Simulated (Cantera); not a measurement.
Standard-state values (1 bar) from the NASA 1993 polynomials, evaluated with Cantera. Values are per mole of reaction as written; species without (g) are pure solids or liquids, kept so even where they would boil at 1 bar.

**Question.** Between 1823 and 2223 K, where is each reaction favourable under standard conditions?
- SF6(g) = SF4(g) + 2 F(g)

**Answer.** 
- SF6(g) = SF4(g) + 2 F(g): ΔG° is 9 kJ at 1823 K and -124 kJ at 2223 K; it changes sign between 1823 and 1923 K. ΔH° is 613 kJ and ΔS° 332 J/K at 2223 K.
